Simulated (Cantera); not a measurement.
An isothermal, constant-pressure homogeneous reactor starts with CH4 : H2O = 1 : 1.8 (molar parts), at 1575 K and 110000 Pa. Integrator tolerance rtol = 1e-08.

Cantera simulation using GRI-Mech 3.0 (53 species, 325 reactions); the numbers are that mechanism's predictions, not measurements.

Task: What does this change do: pressure from 110000 Pa to 18000 Pa?

Result: 
```json
[
 {"quantity": "x(CH4) at 2.00 s", "before": "0.0415 (gas-phase equilibrium 7.41e-7)", "after": "0.0351 (gas-phase equilibrium 1.98e-8)"},
 {"quantity": "x(H2O) at 2.00 s", "before": "0.316 (gas-phase equilibrium 0.151)", "after": "0.385 (gas-phase equilibrium 0.151)"},
 {"quantity": "x(CO2) at 2.00 s", "before": "0.0196 (gas-phase equilibrium 0.0157)", "after": "0.0136 (gas-phase equilibrium 0.0157)"},
 {"quantity": "x(O) at 2.00 s", "before": "1.59e-11 (gas-phase equilibrium 1.14e-11)", "after": "9.23e-11 (gas-phase equilibrium 6.99e-11)"},
 {"quantity": "x(CH3) at 2.00 s", "before": "4.83e-5 (gas-phase equilibrium 7.50e-10)", "after": "0.000106 (gas-phase equilibrium 4.96e-11)"},
 {"quantity": "x(HO2) at 2.00 s", "before": "<1e-12 (gas-phase equilibrium <1e-12)", "after": "<1e-12 (gas-phase equilibrium <1e-12)"},
 {"quantity": "x(CH2O) at 2.00 s", "before": "3.25e-7 (gas-phase equilibrium 5.86e-8)", "after": "5.16e-7 (gas-phase equilibrium 9.59e-9)"}
]
```

Task: What does this change do: temperature 1575 to 1848 K?

Result: 
```tsv
quantity	before	after
x(CH4) at 2.00 s	0.0415 (gas-phase equilibrium 7.41e-7)	1.18e-5 (gas-phase equilibrium 5.79e-8)
x(H2O) at 2.00 s	0.316 (gas-phase equilibrium 0.151)	0.155 (gas-phase equilibrium 0.155)
x(CO2) at 2.00 s	0.0196 (gas-phase equilibrium 0.0157)	0.0119 (gas-phase equilibrium 0.0119)
x(O) at 2.00 s	1.59e-11 (gas-phase equilibrium 1.14e-11)	3.53e-9 (gas-phase equilibrium 3.53e-9)
x(CH3) at 2.00 s	4.83e-5 (gas-phase equilibrium 7.50e-10)	1.51e-7 (gas-phase equilibrium 7.42e-10)
x(HO2) at 2.00 s	<1e-12 (gas-phase equilibrium <1e-12)	<1e-12 (gas-phase equilibrium <1e-12)
x(CH2O) at 2.00 s	3.25e-7 (gas-phase equilibrium 5.86e-8)	5.71e-8 (gas-phase equilibrium 5.68e-8)
```

Task: What does this change do: CH4 1 to 0.14 parts?

Result: 
```csv
quantity,before,after
x(CH4) at 2.00 s,0.0415 (gas-phase equilibrium 7.41e-7),0.00761 (gas-phase equilibrium 1.02e-9)
x(H2O) at 2.00 s,0.316 (gas-phase equilibrium 0.151),0.743 (gas-phase equilibrium 0.715)
x(CO2) at 2.00 s,0.0196 (gas-phase equilibrium 0.0157),0.0299 (gas-phase equilibrium 0.0332)
x(O) at 2.00 s,1.59e-11 (gas-phase equilibrium 1.14e-11),1.66e-10 (gas-phase equilibrium 1.56e-10)
x(CH3) at 2.00 s,4.83e-5 (gas-phase equilibrium 7.50e-10),1.38e-5 (gas-phase equilibrium 1.74e-12)
x(HO2) at 2.00 s,<1e-12 (gas-phase equilibrium <1e-12),<1e-12 (gas-phase equilibrium <1e-12)
x(CH2O) at 2.00 s,3.25e-7 (gas-phase equilibrium 5.86e-8),5.01e-7 (gas-phase equilibrium 3.16e-9)
```
